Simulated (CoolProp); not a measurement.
C3F8 (R218) along the isobar 606 kPa: Z from the reference equation and from simpler models built on Tc = 71.9 °C, pc = 2640 kPa, ω = 0.317; each cubic takes its own stable root.

The numbers come from the reference Helmholtz-energy equation of state, Lemmon 2006 in CoolProp. It is a short technical equation, of lower accuracy than the large ones.

| T (°C) | phase | reference | Redlich-Kwong | Soave-Redlich-Kwong | Peng-Robinson |
|---|---|---|---|---|---|
| -81.85 | liquid | 0.04027 | 0.04400 | 0.04256 | … |
| -65.95 | liquid | 0.03839 | 0.04203 | 0.04045 | 0.03587 |
| -50.05 | liquid | 0.03690 | 0.04057 | 0.03885 | 0.03439 |
| -34.15 | liquid | 0.03575 | 0.03960 | 0.03771 | 0.03334 |
| -18.25 | liquid | 0.03494 | 0.03912 | 0.03704 | … |
| -2.35 | liquid | 0.03448 | 0.03923 | 0.03692 | 0.03255 |
| 13.55 | gas | 0.8240 | 0.8507 | 0.8347 | 0.8245 |
| 29.35 | gas | 0.8624 | 0.8747 | 0.8650 | 0.8553 |
| 45.25 | gas | 0.8892 | 0.8937 | … | 0.8792 |
| 61.15 | gas | 0.9089 | 0.9089 | 0.9071 | 0.8982 |
| 77.05 | gas | 0.9241 | 0.9213 | 0.9220 | 0.9136 |
| 92.95 | gas | 0.9361 | 0.9315 | 0.9342 | 0.9262 |
| 108.85 | gas | 0.9457 | 0.9401 | 0.9444 | 0.9367 |
| 124.75 | gas | 0.9537 | 0.9473 | 0.9528 | 0.9455 |

Q: What belongs in the gaps?

A: 
- -81.85, Peng-Robinson: 0.03779
- -18.25, Peng-Robinson: 0.03270
- 45.25, Soave-Redlich-Kwong: 0.8885
